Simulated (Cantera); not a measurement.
A perfectly stirred reactor is fed with 14.9 % CH4, 85.1 % N2, at 100000 Pa; it is held at 1500 K, and followed from long to short residence time.

Cantera simulation using GRI-Mech 3.0 (53 species, 325 reactions); the numbers are that mechanism's predictions, not measurements. GRI-Mech 3.0 stops at C3 and has no aromatics, soot or wall deposition, so with more carbon than oxygen in the feed, carbon stays in small species such as C2H2 where larger ones or solid carbon would form.

x: mole fraction; the columns are a selection and need not sum to one.

| τ (s) | x CH4 | x C2H6 | x H2 | x H | x C2H2 | x HCN |
|---|---|---|---|---|---|---|
| 0.56 | 0.0983 | ___ | 0.0654 | 2.43e-6 | 0.0210 | 1.66e-9 |
| 0.24 | 0.117 | ___ | 0.0402 | 1.61e-6 | 0.0124 | 6.86e-10 |
| 0.10 | 0.132 | ___ | 0.0213 | 9.50e-7 | 0.00597 | 2.34e-10 |
| 0.044 | 0.140 | 0.000340 | 0.0100 | 5.06e-7 | 0.00227 | 6.77e-11 |
| 0.019 | 0.145 | 0.000333 | 0.00380 | 2.23e-7 | 0.000550 | 1.42e-11 |
| 0.0080 | 0.148 | ___ | 0.00114 | 8.76e-8 | 7.28e-5 | 2.44e-12 |
| 0.0034 | 0.149 | ___ | 0.000328 | 4.14e-8 | 6.38e-6 | <1e-12 |
| 0.0015 | 0.149 | ___ | 0.000108 | 2.68e-8 | 5.27e-7 | <1e-12 |

Problem. Fill in the missing entries.

Solution. 
- 0.56, x C2H6: 0.000106
- 0.24, x C2H6: 0.000179
- 0.10, x C2H6: 0.000272
- 0.0080, x C2H6: 0.000227
- 0.0034, x C2H6: 0.000110
- 0.0015, x C2H6: 4.27e-5
